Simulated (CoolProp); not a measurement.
C3F8 (R218) along the isotherm -50.85 °C: density (kg/m³) from the reference equation and from simpler models built on Tc = 71.9 °C, pc = 2640 kPa, ω = 0.317; each cubic takes its own stable root.

Model: reference Helmholtz-energy equation of state, Lemmon 2006, in CoolProp. It is a short technical equation, of lower accuracy than the large ones.

```csv
p (kPa),phase,reference
943,liquid,1669
1890,liquid,1672
2830,liquid,1676
3770,liquid,1679
4710,liquid,1683
5660,liquid,1686
6600,liquid,1689
7540,liquid,1693
8490,liquid,1696
9430,liquid,1699
10400,liquid,1702
11300,liquid,1705
12300,liquid,1708
13200,liquid,1710
```

How far does each simpler model (Redlich-Kwong, Peng-Robinson) lie from the reference over these 14 states: mean and median of the absolute difference, and the worst?


- Redlich-Kwong: mean 7.4 %, median 7.3 %, worst -8.9 % at -50.85 °C and 943 kPa
- Peng-Robinson: mean 7.8 %, median 7.9 %, worst +8.2 % at -50.85 °C and 13200 kPa
